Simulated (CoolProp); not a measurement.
Vapour-liquid equilibrium of isohexane (1) + n-hexane (2) at 168.95 °C; x and y are mole fractions of (1).

Computed with CoolProp (multi-fluid Helmholtz-energy mixture model, Lemmon 2006 and Thol 2019; pair parameters Bell 2016).

```csv
x,bubble pressure (kPa),y at the bubble point,dew pressure at overall composition x (kPa),liquid density (mol/L)
0.05,1084,0.056,1083,5.711
0.125,…,0.140,1097,5.700
0.2,1115,0.221,…,5.688
0.275,1131,0.300,1126,5.676
0.35,1147,0.378,1141,5.665
0.425,1162,0.454,1156,5.653
0.5,…,0.529,1171,5.642
0.575,1192,0.602,1187,5.631
0.65,1207,0.675,1202,5.620
0.725,1221,0.746,1217,5.609
0.8,1235,0.816,1232,5.598
0.875,1249,0.885,1247,5.588
0.95,1262,0.954,…,5.578
```

Task: Some entries are withheld; supply them.

Result: 
- 0.125, bubble pressure (kPa): 1100
- 0.2, dew pressure at overall composition x (kPa): 1111
- 0.5, bubble pressure (kPa): 1177
- 0.95, dew pressure at overall composition x (kPa): 1261

No azeotrope shows between x = 0.05 and 0.95.

The pair parameters rest on a limited set of measurements; away from them the model extrapolates.
